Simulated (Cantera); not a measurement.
A closed system holds: 1 mol NiS, a varied amount of H₂, held at 1450 K and 133 Pa.

Points: n(H2) (mol) = 25, 33, 43, 55, 71, 92, 120, 150, 200, 260, 330, 430, 550.

Cantera's Mixture.equilibrate('TP', solver="vcs", rtol=1e-11, max_steps=5000) on the NASA tables stopped like this:

```
T = 1450 K  P = 133.322 Pa  n(H2) = 25 mol  gas = 25.13 mol
   x: H2 9.830e-01  H2S 1.130e-02  S2 4.548e-03  SH 8.822e-04  H 2.568e-04  S 4.125e-05  Ni 1.205e-05  NiS 9.161e-06
   condensed (mol): Ni(cr) 0.3034  Ni3S2(L) 0.232
ERROR: FAILURE its = 5001!

*******************************************************************************
CanteraError thrown by MultiPhase::equilibrate:
VCS solver failed. Return code: -1
*******************************************************************************
```

Question: What got this run through?

Answer: Several could match; the one computed here: The failure is numerical, not chemical. The same input converged with solver="gibbs", rtol=1e-10, max_steps=50000, and the result passed a check of the equilibrium conditions:
```
T = 1450 K  P = 133.322 Pa  n(H2) = 25 mol  gas = 25.13 mol
   x: H2 9.830e-01  H2S 1.130e-02  S2 4.548e-03  SH 8.822e-04  H 2.568e-04  S 4.125e-05  Ni 1.205e-05  NiS 9.161e-06
   condensed (mol): Ni(cr) 0.3034  Ni3S2(L) 0.232
T = 1450 K  P = 133.322 Pa  n(H2) = 33 mol  gas = 33.17 mol
   x: H2 9.830e-01  H2S 1.130e-02  S2 4.548e-03  SH 8.822e-04  H 2.568e-04  S 4.125e-05  Ni 1.205e-05  NiS 9.161e-06
   condensed (mol): Ni(cr) 0.5605  Ni3S2(L) 0.1463
T = 1450 K  P = 133.322 Pa  n(H2) = 43 mol  gas = 43.22 mol
   x: H2 9.830e-01  H2S 1.130e-02  S2 4.548e-03  SH 8.822e-04  H 2.568e-04  S 4.125e-05  Ni 1.205e-05  NiS 9.161e-06
   condensed (mol): Ni(cr) 0.8819  Ni3S2(L) 0.03907
T = 1450 K  P = 133.322 Pa  n(H2) = 55 mol  gas = 55.23 mol
   x: H2 9.852e-01  H2S 1.008e-02  S2 3.600e-03  SH 7.858e-04  H 2.571e-04  S 3.670e-05  Ni 1.205e-05  NiS 8.150e-06
   condensed (mol): Ni(cr) 0.9989
T = 1450 K  P = 133.322 Pa  n(H2) = 71 mol  gas = 71.21 mol
   x: H2 9.882e-01  H2S 8.389e-03  S2 2.481e-03  SH 6.533e-04  H 2.575e-04  S 3.047e-05  Ni 1.205e-05  NiS 6.766e-06
   condensed (mol): Ni(cr) 0.9987
T = 1450 K  P = 133.322 Pa  n(H2) = 92 mol  gas = 92.2 mol
   x: H2 9.906e-01  H2S 6.919e-03  S2 1.679e-03  SH 5.381e-04  H 2.578e-04  S 2.506e-05  Ni 1.205e-05  NiS 5.567e-06
   condensed (mol): Ni(cr) 0.9984
T = 1450 K  P = 133.322 Pa  n(H2) = 120 mol  gas = 120.2 mol
   x: H2 9.925e-01  H2S 5.637e-03  S2 1.110e-03  SH 4.380e-04  H 2.580e-04  S 2.038e-05  Ni 1.205e-05  NiS 4.526e-06
   condensed (mol): Ni(cr) 0.998
T = 1450 K  P = 133.322 Pa  n(H2) = 150 mol  gas = 150.2 mol
   x: H2 9.938e-01  H2S 4.719e-03  S2 7.762e-04  SH 3.665e-04  H 2.582e-04  S 1.704e-05  Ni 1.205e-05  NiS 3.784e-06
   condensed (mol): Ni(cr) 0.9976
T = 1450 K  P = 133.322 Pa  n(H2) = 200 mol  gas = 200.2 mol
   x: H2 9.952e-01  H2S 3.726e-03  S2 4.824e-04  SH 2.891e-04  H 2.584e-04  S 1.343e-05  Ni 1.205e-05  NiS 2.983e-06
   condensed (mol): Ni(cr) 0.997
T = 1450 K  P = 133.322 Pa  n(H2) = 260 mol  gas = 260.2 mol
   x: H2 9.962e-01  H2S 2.982e-03  S2 3.085e-04  H 2.585e-04  SH 2.313e-04  Ni 1.205e-05  S 1.074e-05  NiS 2.386e-06
   condensed (mol): Ni(cr) 0.9962
T = 1450 K  P = 133.322 Pa  n(H2) = 330 mol  gas = 330.1 mol
   x: H2 9.969e-01  H2S 2.424e-03  H 2.586e-04  S2 2.034e-04  SH 1.879e-04  Ni 1.205e-05  S 8.723e-06  NiS 1.937e-06
   condensed (mol): Ni(cr) 0.9954
T = 1450 K  P = 133.322 Pa  n(H2) = 430 mol  gas = 430.2 mol
   x: H2 9.975e-01  H2S 1.914e-03  H 2.587e-04  SH 1.484e-04  S2 1.268e-04  Ni 1.205e-05  S 6.887e-06  NiS 1.529e-06
   condensed (mol): Ni(cr) 0.9942
T = 1450 K  P = 133.322 Pa  n(H2) = 550 mol  gas = 550.2 mol
   x: H2 9.980e-01  H2S 1.530e-03  H 2.588e-04  SH 1.186e-04  S2 8.095e-05  Ni 1.205e-05  S 5.503e-06  NiS 1.222e-06
   condensed (mol): Ni(cr) 0.9927
```

The gas is ideal and each condensed phase is pure. Metal and sulfide melt together well below either melting point, which pure phases cannot show. Mutual solubility and eutectic melting of coexisting phases are not modelled.
